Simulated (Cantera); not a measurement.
**Silicon carbide growth: SiH₂Cl₂ + C₂H₂ + H₂**

Feed: 1 mol SiH₂Cl₂, 0.024 mol C₂H₂, 48 mol H₂, at 2175 K.

Cantera equilibrium calculation (NASA polynomials, part measured and part estimated; ideal gas, pure solids and liquids). Candidate condensed phases: C, C₆H₆, C₇H₈, C₈H₁₈, Si, SiC; 109 gas species. Mutual solubility and eutectic melting of coexisting phases are not modelled. The tables' values for SiCl, SiCl₃ are old estimates; treat these amounts as uncertain. Gases not in the tables: Si₂H₆ and higher silanes. The numbers say what is thermodynamically allowed, not how fast it happens.

```json
[
 {"P (Pa)": "100", "x H₂": "0.807", "x H": "0.139", "x HCl": "0.0319", "x Si": "0.0170", "x Cl": "0.00400", "x SiCl₂": "0.000147", "n SiC(s)": "0", "n Si(l)": "0"},
 {"P (Pa)": "240", "x H₂": "0.853", "x H": "0.0920", "x HCl": "0.0336", "x Si": "0.0166", "x Cl": "0.00265", "x SiCl₂": "0.000363", "n SiC(s)": "0", "n Si(l)": "0"},
 {"P (Pa)": "560", "x H₂": "0.884", "x H": "0.0613", "x HCl": "0.0341", "x Si": "0.0157", "x Cl": "0.00173", "x SiCl₂": "0.000794", "n SiC(s)": "0", "n Si(l)": "0"},
 {"P (Pa)": "1300", "x H₂": "0.906", "x H": "0.0408", "x HCl": "0.0335", "x Si": "0.0142", "x Cl": "0.00110", "x SiCl₂": "0.00156", "n SiC(s)": "0.000164", "n Si(l)": "0"},
 {"P (Pa)": "3200", "x H₂": "0.926", "x H": "0.0263", "x HCl": "0.0329", "x Si": "0.00902", "x Cl": "0.000682", "x SiCl₂": "0.00232", "n SiC(s)": "0.0202", "n Si(l)": "0.242"},
 {"P (Pa)": "7500", "x H₂": "0.941", "x H": "0.0173", "x HCl": "0.0337", "x Si": "0.00385", "x Cl": "0.000452", "x SiCl₂": "0.00239", "n SiC(s)": "0.0349", "n Si(l)": "0.558"},
 {"P (Pa)": "18000", "x H₂": "0.949", "x H": "0.0112", "x HCl": "0.0342", "x Si": "0.00160", "x Cl": "0.000294", "x SiCl₂": "0.00243", "n SiC(s)": "0.0411", "n Si(l)": "0.698"},
 {"P (Pa)": "42000", "x H₂": "0.954", "x H": "0.00736", "x HCl": "0.0344", "x Si": "0.000687", "x Cl": "0.000194", "x SiCl₂": "0.00246", "n SiC(s)": "0.0434", "n Si(l)": "0.759"},
 {"P (Pa)": "100000", "x H₂": "0.957", "x H": "0.00478", "x HCl": "0.0346", "x Si": "0.000289", "x Cl": "0.000126", "x SiCl₂": "0.00248", "n SiC(s)": "0.0437", "n Si(l)": "0.788"}
]
```
x: gas mole fraction; n: condensed amount in mol.

From 1.00 mbar to 5.60 mbar nothing is condensed. At 13.0 mbar the condensed part is SiC(s). From 32.0 mbar to 1.00 bar the condensed part is Si(l) + SiC(s). The main Si-bearing gas is Si at 1.00 mbar and SiCl₂ at 1.00 bar.
